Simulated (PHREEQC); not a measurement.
Solution (75 °C): 0.029 mol Pb(NO3)2 and 4.9e-05 mol NaCl per kg of water. Closed to the air; pH follows from the charge balance.

The numbers come from PHREEQC with the ion-association model, phreeqc.dat.

This is a speciation only: nothing precipitates in the calculation.

Estimate the pH.

pH 4.69.

In which forms is Pb present?

Pb+2 78 %, PbNO3+ 21 % of the Pb.

Examples of supersaturated solids here: Pb(OH)2. Others may be too. Constants without temperature data keep their 25 °C values here.
